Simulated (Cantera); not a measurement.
A perfectly stirred reactor is fed with 7.41 % H₂, 4.63 % O₂, 88.0 % N₂, at 82.5 Torr; it is held at 1198 K, and followed from long to short residence time.

Detailed kinetics in Cantera: GRI-Mech 3.0 (53 species, 325 reactions). The temperature is held fixed by assumption; the heat of reaction is taken as removed at once.

One state of this run: x H₂ = 0.00243; x O₂ = 0.0109; x H = 0.00214; x OH = 0.000582; x H₂O₂ = 1.93e-7. x: mole fraction; the columns are a selection and need not sum to one.

Which value of τ (s) does it belong to?
(A) 2.5
(B) 0.021
(C) 0.14
(D) 0.97

C, 0.14
